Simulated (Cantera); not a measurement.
Input (Python, Cantera) and output of one run.

```python
import numpy as np
import cantera as ct

gas_names = """
    CL CLO CL2 Cs CsCL CsO Cs2 Cs2CL2 Cs2O N NO NO2 NO3 N2 N2O O O2 O3
""".split()
cond_names = """
    Cs(cr) Cs(L) CsCL(a) CsCL(b) CsCL(L)
""".split()


# ... load() reads the species with a 1 bar reference pressure and builds the phases ...
atoms = {
    'CsCl': {'Cs': 1, 'CL': 1},
    'O2': {'O': 2},
    'N2': {'N': 2},
}
top_T = {}  # K; cautious upper limits of use, not melting points


# ... equilibrate(T, P, feed) seeds the gas with the atoms and calls Mixture.equilibrate('TP', solver="vcs", rtol=1e-11, max_steps=5000) ...
results = []
T = 1925  # K
P = 2000  # Pa
for m in [0.89, 1.3, 2, 3.1, 4.7, 7.2, 11, 17, 25, 38, 58, 88]:
    feed = {'CsCl': 1, 'O2': 8.2, 'N2': m}  # mol
    mix = equilibrate(T, P, feed)
    results.append((T, P, feed, dict(zip(mix.species_names, mix.species_moles))))
    x = sorted(zip(gas.X, gas.species_names), reverse=True)
    print(f"T = {T:g} K  P = {P:g} Pa  n(N2) = {m:g} mol  gas = {mix.phase_moles(0):.4g} mol")
    print("   x: " + "  ".join(f"{s} {v:.3e}" for v, s in x if v > 0.001))
    print("   condensed (mol): " + ("  ".join(f"{mix.phase(i).name} {mix.phase_moles(i):.4g}"
          for i in range(1, mix.n_phases) if mix.phase_moles(i) > 1e-12) or "none"))
```

Output:

```
T = 1925 K  P = 2000 Pa  n(N2) = 0.89 mol  gas = 10.11 mol
   x: O2 8.081e-01  CsCL 9.834e-02  N2 8.605e-02  NO 4.007e-03  O 2.339e-03
   condensed (mol): none
T = 1925 K  P = 2000 Pa  n(N2) = 1.3 mol  gas = 10.52 mol
   x: O2 7.761e-01  N2 1.213e-01  CsCL 9.449e-02  NO 4.662e-03  O 2.292e-03
   condensed (mol): none
T = 1925 K  P = 2000 Pa  n(N2) = 2 mol  gas = 11.22 mol
   x: O2 7.271e-01  N2 1.756e-01  CsCL 8.857e-02  NO 5.429e-03  O 2.219e-03
   condensed (mol): none
T = 1925 K  P = 2000 Pa  n(N2) = 3.1 mol  gas = 12.32 mol
   x: O2 6.615e-01  N2 2.486e-01  CsCL 8.064e-02  NO 6.162e-03  O 2.116e-03
   condensed (mol): none
T = 1925 K  P = 2000 Pa  n(N2) = 4.7 mol  gas = 13.92 mol
   x: O2 5.847e-01  N2 3.343e-01  CsCL 7.133e-02  NO 6.718e-03  O 1.989e-03
   condensed (mol): none
T = 1925 K  P = 2000 Pa  n(N2) = 7.2 mol  gas = 16.42 mol
   x: O2 4.949e-01  N2 4.349e-01  CsCL 6.043e-02  NO 7.050e-03  O 1.830e-03
   condensed (mol): none
T = 1925 K  P = 2000 Pa  n(N2) = 11 mol  gas = 20.22 mol
   x: N2 5.403e-01  O2 4.011e-01  CsCL 4.903e-02  NO 7.074e-03  O 1.648e-03
   condensed (mol): none
T = 1925 K  P = 2000 Pa  n(N2) = 17 mol  gas = 26.23 mol
   x: N2 6.448e-01  O2 3.085e-01  CsCL 3.776e-02  NO 6.778e-03  O 1.445e-03
   condensed (mol): none
T = 1925 K  P = 2000 Pa  n(N2) = 25 mol  gas = 34.23 mol
   x: N2 7.272e-01  O2 2.358e-01  CsCL 2.890e-02  NO 6.292e-03  O 1.263e-03
   condensed (mol): none
T = 1925 K  P = 2000 Pa  n(N2) = 38 mol  gas = 47.24 mol
   x: N2 8.016e-01  O2 1.702e-01  CsCL 2.090e-02  NO 5.614e-03  O 1.074e-03
   condensed (mol): none
T = 1925 K  P = 2000 Pa  n(N2) = 58 mol  gas = 67.25 mol
   x: N2 8.601e-01  O2 1.191e-01  CsCL 1.465e-02  NO 4.863e-03
   condensed (mol): none
T = 1925 K  P = 2000 Pa  n(N2) = 88 mol  gas = 97.25 mol
   x: N2 9.028e-01  O2 8.188e-02  CsCL 1.010e-02  NO 4.131e-03
   condensed (mol): none
```

Method: chemical equilibrium by Gibbs-energy minimisation in Cantera with the NASA 1993 tables (ideal gas, pure condensed phases).
